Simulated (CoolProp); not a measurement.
Model: reference Helmholtz-energy equation of state, Leachman 2009, in CoolProp.

### Question
For normal hydrogen, give the phase and the Z, cp (kJ/(kg K)), Joule-Thomson coefficient (K/MPa), viscosity (µPa s) at 19 K and 3.46 MPa.

### Answer
- 19 K and 3.46 MPa: liquid; Z 0.582, cp 8.18, Joule-Thomson coefficient -1.27, viscosity 18.9

Viscosity comes from a separate model (Muzny 2013).
